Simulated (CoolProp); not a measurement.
Vapour-liquid equilibrium of ethane (1) + CHF3 (R23) (2) at 235.8 K; x and y are mole fractions of (1).

Values from CoolProp's multi-fluid Helmholtz-energy mixture model, Bücker 2006 and Penoncello 2003; pair parameters Bell 2016.

```csv
x,bubble pressure (bar),y at the bubble point,dew pressure at overall composition x (bar),liquid density (mol/L)
0.05,9.401,0.183,8.181,17.63
0.15,11.30,0.349,9.071,17.04
0.25,12.17,0.423,10.11,16.53
0.35,12.55,0.465,11.30,16.11
0.45,12.71,0.495,12.43,15.80
0.55,12.73,0.525,12.65,15.59
0.65,12.60,0.559,11.81,15.49
0.75,12.22,0.608,10.75,15.48
0.85,11.39,0.690,9.753,15.53
0.95,9.758,0.849,8.868,15.64
```

y crosses x between x = 0.45 and 0.55: the model has an azeotrope there.

Pair parameters are fitted to limited data, so mixtures are less certain than the pure fluids. With so large a gap from Raoult's law the liquid may split in two, which this calculation doesn't test in full.
